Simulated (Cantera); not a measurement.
A freely propagating, adiabatic, planar premixed flame of CH4 : C2H6 : C3H8 : O2 : N2 = 1 : 0.031 : 0.39 : 5.07 : 19.1 (molar parts), unburnt at 525 K and 2.00 bar; mixture-averaged transport, grid criteria slope 0.08 and curve 0.16, no radiation.

Model: GRI-Mech 3.0 (53 species, 325 reactions), integrated in Cantera. GRI-Mech 3.0 was tuned for natural gas; its chemistry of propane as a main component is partial and can be far from experiment. Burning velocities carry a grid error of a few per cent, more on coarse grids.

**Question.** What does this change do: inlet temperature 525 to 448 K?

**Answer.** 
| quantity | before | after |
|---|---|---|
| laminar burning velocity | 74.6 cm/s | 53.4 cm/s |
| thermal thickness | 0.206 mm | 0.226 mm |
| peak x(H2) | 0.0105 | 0.00945 |
| peak x(CH2) | 2.63e-5 | 2.17e-5 |
| peak x(CH2O) | 0.00151 | 0.00148 |

**Question.** What does this change do: inlet temperature 525 to 575 K?

**Answer.** 
| quantity | before | after |
|---|---|---|
| laminar burning velocity | 74.6 cm/s | 90.8 cm/s |
| thermal thickness | 0.206 mm | 0.194 mm |
| peak x(H2) | 0.0105 | 0.0112 |
| peak x(CH2) | 2.63e-5 | 2.95e-5 |
| peak x(CH2O) | 0.00151 | 0.00152 |

**Question.** What does this change do: C3H8 0.39 to 0.5 parts?

**Answer.** 
```csv
quantity,before,after
laminar burning velocity,74.6 cm/s,89.3 cm/s
thermal thickness,0.206 mm,0.184 mm
peak x(H2),0.0105,0.0154
peak x(CH2),2.63e-5,4.30e-5
peak x(CH2O),0.00151,0.00165
```
